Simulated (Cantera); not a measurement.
Input: 1 mol CaCl2, 0.83 mol HCl, 0.83 mol N2, 9.3 mol H2, held at 0.293 Torr.

Equilibrium computed with Cantera from the NASA thermochemical tables; the gas is ideal and each condensed phase is pure. Candidate condensed phases: Ca, CaCl2, NH4Cl; 16 gas species. The numbers say what is thermodynamically allowed, not how fast it happens.

Question: Which condensed phases are stable at each of these points (T (K)): 948, 1048, 1148, 1248, 1348, 1448, 1548, 1648, 1748, 1848, 1948, 2048, 2148?

Answer: 
```csv
T (K),condensed phases,Ca condensed (%)
948,CaCl2(s),100.0
1048,CaCl2(l),99.7
1148,CaCl2(l),94.4
1248,CaCl2(l),40.2
1348,gas only,0.0
1448,gas only,0.0
1548,gas only,0.0
1648,gas only,0.0
1748,gas only,0.0
1848,gas only,0.0
1948,gas only,0.0
2048,gas only,0.0
2148,gas only,0.0
```

At 948 K the condensed part is CaCl2(s). From 1048 K to 1248 K the condensed part is CaCl2(l). From 1348 K to 2148 K nothing is condensed.
